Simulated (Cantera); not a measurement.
# Low-pressure radical oxidation in H2/O2

An isothermal, constant-pressure homogeneous reactor starts with H2 : O2 = 0.026 : 1 (molar parts), equivalence ratio 0.013, at 925 K and 0.00170 bar.

Cantera simulation using the H2/O2 subset of GRI-Mech 3.0, which has no nitrogen chemistry; the numbers are that mechanism's predictions, not measurements. Radical loss at walls, strong at low pressure, is not modelled. Below about 950 K walls govern HO2 and H2O2 in real vessels.

| t (s) | x H2 | x O2 | x O | x H2O | x H | x H2O2 |
|---|---|---|---|---|---|---|
| 1.00e-5 | 0.0253 | 0.975 | <1e-12 | <1e-12 | <1e-12 | <1e-12 |
| 3.64e-5 | 0.0253 | 0.975 | <1e-12 | <1e-12 | <1e-12 | <1e-12 |
| 0.000133 | 0.0253 | 0.975 | <1e-12 | <1e-12 | <1e-12 | <1e-12 |
| 0.000484 | 0.0253 | 0.975 | <1e-12 | <1e-12 | 1.43e-12 | <1e-12 |
| 0.00176 | 0.0253 | 0.975 | 2.17e-12 | <1e-12 | 4.32e-12 | <1e-12 |
| 0.00643 | 0.0253 | 0.975 | 2.33e-11 | 1.81e-11 | 1.60e-11 | <1e-12 |
| 0.0234 | 0.0253 | 0.975 | 7.51e-10 | 1.01e-9 | 3.36e-10 | <1e-12 |
| 0.0854 | 0.0253 | 0.975 | 2.53e-5 | 3.67e-5 | 1.12e-5 | 1.29e-11 |
| 0.311 | 0.000297 | 0.959 | 0.0130 | 0.0227 | 0.00418 | 4.97e-9 |
| 1.13 | 0.000127 | 0.967 | 0.00667 | 0.0245 | 0.00138 | 4.66e-9 |
| 4.13 | 2.45e-5 | 0.973 | 0.00132 | 0.0255 | 0.000117 | 4.82e-9 |
| 15.1 | 2.22e-6 | 0.974 | 0.000125 | 0.0256 | 3.37e-6 | 3.65e-9 |
| 54.9 | 1.88e-7 | 0.974 | 1.11e-5 | 0.0257 | 8.95e-8 | 1.76e-9 |
| 200 | 2.13e-8 | 0.974 | 1.31e-6 | 0.0257 | 3.63e-9 | 6.53e-10 |
x: mole fraction; the columns are a selection and need not sum to one.

Equilibrium at this temperature and pressure: H2 4.96e-12, O2 0.974, O 3.23e-10, H2O 0.0257, H <1e-12, H2O2 1.04e-12 (gas phase only).
